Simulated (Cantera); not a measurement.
A perfectly stirred reactor is fed with 2.33 % CH₃OH, 0.669 % O₂, 97.0 % N₂, at 7.70 bar; it is held at 1325 K, and followed from long to short residence time.

Computed with Cantera and GRI-Mech 3.0 (53 species, 325 reactions). GRI-Mech 3.0 was tuned for natural gas; its chemistry of methanol as a main component is partial and can be far from experiment.

Q: Predict: x(CH₃OH) at τ = 1.20 s; x(O₂) at τ = 1.20 s; x(OH) at τ = 1.20 s; x(H) at τ = 1.20 s; x(CH₄) at τ = 1.20 s; x(CH₃OH) at τ = 12.0 ms; x(O₂) at τ = 12.0 ms; x(OH) at τ = 12.0 ms; x(H) at τ = 12.0 ms; x(CH₄) at τ = 12.0 ms.

A: 
| Item | Value |
|---|---|
| x(CH₃OH) at τ = 1.20 s | 4.99e-6 |
| x(O₂) at τ = 1.20 s | 2.84e-5 |
| x(OH) at τ = 1.20 s | 2.09e-8 |
| x(H) at τ = 1.20 s | 4.63e-6 |
| x(CH₄) at τ = 1.20 s | 7.58e-5 |
| x(CH₃OH) at τ = 12.0 ms | 0.000136 |
| x(O₂) at τ = 12.0 ms | 0.000456 |
| x(OH) at τ = 12.0 ms | 1.88e-7 |
| x(H) at τ = 12.0 ms | 1.67e-5 |
| x(CH₄) at τ = 12.0 ms | 0.000157 |
